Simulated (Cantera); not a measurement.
An isothermal, constant-pressure homogeneous reactor starts with 36.4 % CH4, 54.5 % CO2, 9.09 % H2, at 1225 K and 750 Torr.

Model: GRI-Mech 3.0 (53 species, 325 reactions), integrated in Cantera.

x: mole fraction; the columns are a selection and need not sum to one.

```tsv
t (s)	x CH4	x CO2	x H2	x C2H2	x CH2	x O2
2.00e-6	0.364	0.545	0.0909	<1e-12	<1e-12	<1e-12
6.92e-6	0.364	0.545	0.0909	<1e-12	<1e-12	<1e-12
2.39e-5	0.364	0.545	0.0909	<1e-12	<1e-12	<1e-12
8.27e-5	0.364	0.545	0.0909	<1e-12	<1e-12	<1e-12
0.000286	0.364	0.545	0.0909	<1e-12	<1e-12	<1e-12
0.000989	0.364	0.545	0.0909	<1e-12	<1e-12	<1e-12
0.00342	0.364	0.545	0.0909	<1e-12	<1e-12	<1e-12
0.0118	0.364	0.545	0.0909	1.18e-11	<1e-12	<1e-12
0.0409	0.364	0.545	0.0909	3.91e-10	<1e-12	<1e-12
0.142	0.364	0.545	0.0909	[?]	<1e-12	<1e-12
0.489	0.363	0.545	0.0908	[?]	<1e-12	<1e-12
1.69	0.363	0.544	0.0903	[?]	<1e-12	<1e-12
5.85	0.361	0.541	0.0890	[?]	<1e-12	<1e-12
20.2	0.356	0.530	0.0851	[?]	<1e-12	<1e-12
70.0	0.336	0.493	0.0746	[?]	<1e-12	<1e-12
```

Question: What belongs in the gaps?

Answer: 
- 0.142, x C2H2: 1.13e-8
- 0.489, x C2H2: 4.11e-7
- 1.69, x C2H2: 1.30e-5
- 5.85, x C2H2: 0.000196
- 20.2, x C2H2: 0.00141
- 70.0, x C2H2: 0.00624
